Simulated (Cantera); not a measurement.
## Thermal oxidation and active oxidation of silicon: Si + N2O + H2

Charge: 1 mol Si, 0.16 mol N2O, 1.1 mol H2, held at 35.0 Pa.

Cantera equilibrium calculation (NASA polynomials, part measured and part estimated; ideal gas, pure solids and liquids). Candidate condensed phases: H2O, Si, SiO2, Si2N2O, Si3N4; 35 gas species. Mutual solubility and eutectic melting of coexisting phases are not modelled. The numbers say what is thermodynamically allowed, not how fast it happens.

From 975 K to 1575 K the condensed part is Si(s) + Si2N2O(s). At 1625 K the condensed part is Si(s).

```tsv
T (K)	x H2	x SiO	x N2	x H	x Si	x SiH	x SiH2	x Si2N	n Si(s)	n Si2N2O(s)
975	1.00	2.99e-10	2.97e-10	6.11e-8	<1e-12	<1e-12	4.45e-11	<1e-12	0.680	0.160
1025	1.00	3.69e-9	3.69e-9	2.33e-7	1.88e-12	1.96e-12	1.90e-10	<1e-12	0.680	0.160
1075	1.000	3.59e-8	3.59e-8	7.84e-7	2.17e-11	1.48e-11	7.12e-10	<1e-12	0.680	0.160
1125	1.000	2.85e-7	2.85e-7	2.38e-6	2.00e-10	9.38e-11	2.37e-9	<1e-12	0.680	0.160
1175	1.000	1.89e-6	1.89e-6	6.55e-6	1.53e-9	5.05e-10	7.10e-9	<1e-12	0.680	0.160
1225	1.000	1.07e-5	1.07e-5	1.67e-5	9.88e-9	2.37e-9	1.95e-8	3.24e-12	0.680	0.160
1275	1.000	5.30e-5	5.30e-5	3.94e-5	5.51e-8	9.83e-9	4.93e-8	3.23e-11	0.680	0.160
1325	0.999	0.000232	0.000232	8.74e-5	2.69e-7	3.66e-8	1.16e-7	2.70e-10	0.680	0.160
1375	0.998	0.000906	0.000906	0.000183	1.17e-6	1.23e-7	2.58e-7	1.93e-9	0.681	0.159
1425	0.993	0.00322	0.00322	0.000363	4.60e-6	3.81e-7	5.38e-7	1.20e-8	0.684	0.156
1475	0.978	0.0105	0.0105	0.000686	1.64e-5	1.08e-6	1.06e-6	6.56e-8	0.692	0.148
1525	0.936	0.0314	0.0314	0.00122	5.39e-5	2.83e-6	1.92e-6	3.20e-7	0.717	0.123
1575	0.822	0.0879	0.0879	0.00201	0.000164	6.65e-6	3.09e-6	1.41e-6	0.797	0.0426
1625	0.771	0.112	0.112	0.00331	0.000465	1.52e-5	5.10e-6	3.95e-6	0.839	0
```
x: gas mole fraction; n: condensed amount in mol.
